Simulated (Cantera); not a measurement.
A closed system holds: 1 mol HI, 0.59 mol O2, 19 mol N2, equilibrated at 16.0 bar.

Method: chemical equilibrium by Gibbs-energy minimisation in Cantera with the NASA 1993 tables (ideal gas, pure condensed phases). Candidate condensed phases: H2O, I2; 27 gas species. Rates play no part. All values below are at 1877 °C.

Base state: N2 0.911, I 0.0465, H2O 0.0235, O2 0.0147, NO 0.00320, I2 0.000519, OH 0.000505, HI 0.000494 (mole fractions); condensed: gas only.

Task: What changes in the equilibrium state with this change: pressure from 16.0 bar to 97.0 Pa?

Result: 
```csv
species,before,after
N2,0.911,0.899
I,0.0465,0.0474
H2O,0.0235,0.0143
H,6.67e-6,0.00776
O2,0.0147,0.0135
I2,0.000519,3.27e-8
O,5.92e-5,0.00728
H2,4.01e-5,0.00329
```
